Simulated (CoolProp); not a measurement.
R227EA along the isobar 6.59 MPa: density (kg/m³) from the reference equation and from simpler models built on Tc = 374.9 K, pc = 2.925 MPa, ω = 0.358; each cubic takes its own stable root.

Computed with CoolProp (reference Helmholtz-energy equation of state, Lemmon 2016).

| T (K) | phase | reference | Redlich-Kwong | Soave-Redlich-Kwong |
|---|---|---|---|---|
| 297.5 | liquid | 1433 | 1266 | 1323 |
| 312.3 | liquid | 1378 | 1214 | 1267 |
| 327.1 | liquid | 1319 | 1158 | 1204 |
| 341.9 | liquid | 1254 | 1097 | 1134 |
| 356.7 | liquid | 1182 | 1032 | 1056 |
| 371.5 | liquid | 1100 | 961.8 | 966.9 |
| 386.3 | supercritical | 1001 | 885.1 | 865.9 |
| 401 | supercritical | 881.8 | 802.7 | 754.5 |
| 415.8 | supercritical | 741.7 | 715.0 | 640.1 |
| 430.6 | supercritical | 609.5 | 628.2 | 541.4 |
| 445.4 | supercritical | 513.8 | 550.6 | 467.9 |
| 460.2 | supercritical | 448.8 | 487.5 | 415.0 |
| 475 | supercritical | 402.6 | 438.4 | 375.9 |
